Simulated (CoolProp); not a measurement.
Vapour-liquid equilibrium of R152A (1) + isobutene (2) at 94.2 kPa; x and y are mole fractions of (1).

Computed with CoolProp (multi-fluid Helmholtz-energy mixture model, Outcalt 1996 and Lemmon 2005; pair parameters Bell 2016).

### Question
Give the bubble temperature and the first vapour's composition at x = 0.125, 0.5, 0.8. Is there an azeotrope?

### Answer
x = 0.125: 254.8 K, y = 0.391; x = 0.5: 247.5 K, y = 0.668; x = 0.8: 246.4 K, y = 0.801. y crosses x between x = 0.8 and 0.875: the model has an azeotrope there.

Pair parameters are fitted to limited data, so mixtures are less certain than the pure fluids.
